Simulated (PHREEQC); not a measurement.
1 kg of water holding 9.1e-05 mol CaSO4, 0.1 mol KCl, 0.016 mol NaCl and 0.0071 mol MgBr2 is evaporated at 15 °C; the solids stay in contact with the brine. No CO2 enters from the air. Solids allowed: Arcanite, Bischofite, Bloedite, Brucite, Carnallite, Epsomite, Glaserite, Glauberite, Gypsum, Anhydrite, Halite, Hexahydrite, Kainite, Kieserite, Leonite, Mirabilite, Misenite, Polyhalite, Portlandite, Schoenite, Sylvite, Syngenite, Thenardite, MgCl2_4H2O. Others were left out.

The series has 28 steps of water left (kg), from 1 to 0.005012.

The numbers come from PHREEQC with the Pitzer model, pitzer.dat.

**Question.** Which solids form, in which order, and at which step of the series does each first stand?

**Answer.** Sylvite from water left = 0.02407 kg.
